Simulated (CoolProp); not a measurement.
Properties of R236FA at several states.

Computed with CoolProp (reference Helmholtz-energy equation of state, Pan 2012).

```csv
T (°C),p (kPa),phase,cp (kJ/(kg K)),isothermal compressibility (1/MPa),viscosity (µPa s),conductivity (mW/(m K))
22.65,23.2,gas,0.8198,43.43,[?],[?]
6.05,7040,liquid,[?],[?],[?],[?]
123.85,15800,liquid,1.339,[?],145,[?]
```

### Question
Some entries are withheld; supply them.

### Answer

- 22.65, viscosity (µPa s): 10.9
- 22.65, conductivity (mW/(m K)): 12.4
- 6.05, cp (kJ/(kg K)): 1.184
- 6.05, isothermal compressibility (1/MPa): 0.002271
- 6.05, viscosity (µPa s): 408
- 6.05, conductivity (mW/(m K)): 81.9
- 123.85, isothermal compressibility (1/MPa): 0.008369
- 123.85, conductivity (mW/(m K)): 62.0

Viscosity comes from a separate model (Huber 2003), an estimate that may be off by 10 % or more. Thermal conductivity comes from a separate model (Huber 2003), an estimate that may be off by 10 % or more.
